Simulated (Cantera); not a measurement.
## Carbon deposition, reforming and gasification: C6H6 + CO2 + N2 + H2O

Input: 1 mol C6H6, 0.024 mol CO2, 0.97 mol N2, 0.98 mol H2O, held at 34500 Torr.

Equilibrium computed with Cantera from the NASA thermochemical tables; the gas is ideal and each condensed phase is pure. Candidate condensed phases: C, C6H6, C7H8, C8H18, H2O; 136 gas species. The ideal-gas law is rough above about 30 bar. Rates play no part.

| T (K) | x H2 | x CO | x N2 | x HCN | x C2H2 (acetylene) | x H | n C(graphite) |
|---|---|---|---|---|---|---|---|
| 2100 | 0.652 | 0.173 | 0.160 | 0.00692 | 0.000941 | 0.000371 | 4.90 |
| 2175 | 0.651 | 0.173 | 0.158 | 0.00891 | 0.00145 | 0.000581 | 4.89 |
| 2250 | 0.650 | 0.173 | 0.157 | 0.0113 | 0.00218 | 0.000883 | 4.87 |
| 2325 | 0.648 | 0.172 | 0.155 | 0.0140 | 0.00317 | 0.00131 | 4.84 |
| 2400 | 0.645 | 0.172 | 0.153 | 0.0172 | 0.00450 | 0.00188 | 4.81 |
| 2475 | 0.641 | 0.172 | 0.151 | 0.0207 | 0.00624 | 0.00266 | 4.76 |
| 2550 | 0.636 | 0.172 | 0.149 | 0.0246 | 0.00846 | 0.00367 | 4.71 |
| 2625 | 0.630 | 0.172 | 0.146 | 0.0289 | 0.0113 | 0.00497 | 4.64 |
| 2700 | 0.623 | 0.172 | 0.143 | 0.0335 | 0.0147 | 0.00661 | 4.57 |
| 2775 | 0.614 | 0.172 | 0.140 | 0.0385 | 0.0188 | 0.00865 | 4.48 |
| 2850 | 0.604 | 0.171 | 0.136 | 0.0436 | 0.0237 | 0.0111 | 4.38 |
x: gas mole fraction; n: condensed amount in mol.

From 2100 K to 2850 K the condensed part is C(graphite). The main C-bearing gas is CO throughout. The share of C in condensed phases is highest at 2100 K (81.4 %) and lowest at 2850 K (72.7 %).
